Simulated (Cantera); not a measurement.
Input: 1 mol n-butane, 0.037 mol H2O, held at 0.210 bar.

Method: chemical equilibrium by Gibbs-energy minimisation in Cantera with the NASA 1993 tables (ideal gas, pure condensed phases). Candidate condensed phases: C, C6H6, C7H8, C8H18, H2O; 110 gas species. Rates play no part.

### Question
At 1777 °C, list the 5 most abundant gas species with their mole fractions, and the condensed phases.

### Answer
H2 0.987, CO 0.00727, H 0.00492, C2H2 (acetylene) 0.00105, CH4 7.62e-5. Condensed: C(graphite).
